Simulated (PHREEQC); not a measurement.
Solution (90 °C): 0.03 mol H2SO4 and 0.0073 mol H3BO3 per kg of water. Closed to the air; pH follows from the charge balance.

Equilibrium calculation in PHREEQC: ion-association model, phreeqc.dat.

Each row changes one thing in this solution. Precipitation was switched off in this run.

```
case                                             pH  ionic strength (mol/kgw)
---------------------------------------------  ----  ------------------------
as made                                        1.55                    0.0364
H3BO3 replaced by NH4BF4 at the same molality  1.60                    0.0403
diluted 100-fold with water                    3.28                  0.000780
H3BO3 from 0.0073 to 0.00803 mol/kgw           1.55                    0.0364
H3BO3 from 0.0073 to 0.00657 mol/kgw           1.55                    0.0364
H2SO4 left out                                 5.47                   3.40e-6
diluted 10-fold with water                     2.42                   0.00533
H3BO3 left out                                 1.55                    0.0364
0.0097 mol/kgw Na2SiO3 added                   1.85                    0.0416
```

Some of these states are supersaturated (in SiO2(a), Quartz (slow to form), for instance). At this temperature some constants are extrapolated from 25 °C, and those without enthalpy data are left unchanged. Real BF4- forms and hydrolyses slowly; the run takes it at equilibrium.
